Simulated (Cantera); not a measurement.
Charge: 1 mol PbO, 0.068 mol O₂, 0.52 mol N₂, at 1600 K and 0.370 bar.

Cantera equilibrium calculation (NASA polynomials, part measured and part estimated; ideal gas, pure solids and liquids). Candidate condensed phases: Pb, PbO, PbO₂, Pb₃O₄; 12 gas species. Gases not in the tables: (PbO)n polymers. Equilibrium is a limit: real reactors are often held back by kinetics, nucleation or transport.

Base state: N₂ 0.810, O₂ 0.107, PbO 0.0781, Pb 0.00366, NO 0.00140 (mole fractions); condensed: PbO(l).

**Question.** What changes in the equilibrium state with this change: temperature from 1600 K to 1273.15 K?

**Answer.** 
```
species       before     after
-----------  -------  --------
N₂             0.810     0.884
O₂             0.107     0.115
PbO           0.0781  0.000758
Pb           0.00366   2.98e-6
NO           0.00140  0.000260
PbO(l), mol    0.948     1.000
```

**Question.** What changes in the equilibrium state with this change: pressure from 0.370 bar to 1.33 mbar?

**Answer.** 
```
species       before     after
-----------  -------  --------
PbO           0.0781     0.337
N₂             0.810     0.290
Pb           0.00366     0.223
O₂             0.107     0.149
O            7.80e-6  0.000153
NO           0.00140  0.000990
PbO(l), mol    0.948         0
```

**Question.** What changes in the equilibrium state with this change: PbO replaced by Hg?

**Answer.** 
```
species       before     after
-----------  -------  --------
Hg                 0     0.630
N₂             0.810     0.327
O₂             0.107    0.0425
PbO           0.0781         0
Pb           0.00366         0
NO           0.00140  0.000561
PbO(l), mol    0.948         0
```
Further candidate phases: Hg, HgO.
